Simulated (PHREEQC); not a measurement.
Dissolve 0.059 mol/kgw HCl, 4.2e-05 mol/kgw FeCl3 and 0.00154 mol/kgw KCl at 25 °C. Closed to the air; pH follows from the charge balance.

The numbers come from PHREEQC with the ion-association model, phreeqc.dat.

Question: The ionic strength comes out as 0.0607 mol/kgw. What activity coefficients do FeCl+2, FeOH+2, Fe+3, Cl-, H+ get?

Answer: FeCl+2 0.44, FeOH+2 0.44, Fe+3 0.22, Cl- 0.80, H+ 0.85.

This is a speciation only: nothing precipitates in the calculation. Saturation is exceeded, for instance for Hematite (slow to form); the values hold only as long as no solid forms.
